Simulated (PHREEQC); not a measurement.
A column of 0.5 m (40 cells, dispersivity 0.018 m, 300 s a shift, diffusion coefficient 3e-10 m²/s) holds 0.029 eq of the database's cation exchanger X per kg of pore water, first in equilibrium with 0.00055 mol/kgw SrCl2, 0.0015 mol/kgw NaCl and 1e-05 mol/kgw HCl. It is flushed with 0.0075 mol CdCl2, 0.0089 mol CaCl2 and 1e-05 mol HCl per kg of water, at 25 °C. Values are for the last cell. CO2 from the air is kept out. No solid was allowed to form.

The numbers come from PHREEQC with the ion-association model, phreeqc.dat.

```
pore volumes  Ca in solution (mol/kgw)  Cd in solution (mol/kgw)  Na in solution (mol/kgw)  Sr in solution (mol/kgw)  Cl in solution (mol/kgw)  CdX2 on the exchanger (mol/kgw)  CaX2 on the exchanger (mol/kgw)
------------  ------------------------  ------------------------  ------------------------  ------------------------  ------------------------  -------------------------------  -------------------------------
0                                    0                         0                   0.00150                  0.000550                   0.00261                                0                                0
0.3875                               0                         0                   0.00150                  0.000551                   0.00261                                0                                0
0.7625                             ___                   4.10e-7                   0.00219                   0.00303                   0.00826                          9.86e-7                          6.00e-9
1.262                         0.000513                   0.00292                       ___                    0.0103                    0.0281                              ___                         0.000494
1.637                          0.00226                   0.00546                       ___                   0.00828                       ___                          0.00216                          0.00216
2.013                          0.00422                   0.00652                   1.90e-5                       ___                    0.0327                          0.00277                          0.00433
2.388                          0.00586                   0.00700                   2.52e-6                   0.00354                    0.0328                          0.00317                          0.00637
2.763                              ___                       ___                   3.07e-7                   0.00212                    0.0328                          0.00342                          0.00799
3.263                          0.00803                   0.00739                   1.72e-8                  0.000984                    0.0328                          0.00361                          0.00941
3.638                          0.00843                   0.00744                   1.90e-9                  0.000525                    0.0328                          0.00369                           0.0100
4.013                          0.00866                   0.00747                  2.06e-10                  0.000269                    0.0328                          0.00373                           0.0104
```

Problem. Complete the blanks.

Solution. 
- 0.7625, Ca in solution (mol/kgw): 1.64e-9
- 1.262, Na in solution (mol/kgw): 0.000649
- 1.262, CdX2 on the exchanger (mol/kgw): 0.00121
- 1.637, Na in solution (mol/kgw): 0.000126
- 1.637, Cl in solution (mol/kgw): 0.0321
- 2.013, Sr in solution (mol/kgw): 0.00561
- 2.763, Ca in solution (mol/kgw): 0.00705
- 2.763, Cd in solution (mol/kgw): 0.00723
